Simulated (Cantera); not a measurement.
Input: 1 mol (CH3)2SiCl2, 0.03 mol CH4, 12 mol H2, equilibrated at 3.90 mbar.

Equilibrium computed with Cantera from the NASA thermochemical tables; the gas is ideal and each condensed phase is pure. Candidate condensed phases: C, C6H6, C7H8, C8H18, Si, SiC; 109 gas species. The feed counts by its element totals alone. Gases not in the tables: Si2H6 and higher silanes. The numbers say what is thermodynamically allowed, not how fast it happens.

Task: Which condensed phases are stable at each of these points (T (K)): 1198, 1298, 1398, 1498, 1598, 1698, 1798, 1898, 1998, 2098, 2198, 2298, 2398, 2498?

Result: 
```
T (K)      condensed phases  Si condensed (%)
-----  --------------------  ----------------
1198   C(graphite) + SiC(s)              99.8
1298   C(graphite) + SiC(s)              99.7
1398   C(graphite) + SiC(s)              99.6
1498   C(graphite) + SiC(s)              99.3
1598   C(graphite) + SiC(s)              99.0
1698   C(graphite) + SiC(s)              98.5
1798   C(graphite) + SiC(s)              97.9
1898   C(graphite) + SiC(s)              97.1
1998   C(graphite) + SiC(s)              95.3
2098   C(graphite) + SiC(s)              90.2
2198   C(graphite) + SiC(s)              72.8
2298   C(graphite) + SiC(s)              10.9
2398            C(graphite)               0.0
2498            C(graphite)               0.0
```

From 1198 K to 2298 K the condensed part is C(graphite) + SiC(s). From 2398 K to 2498 K the condensed part is C(graphite).
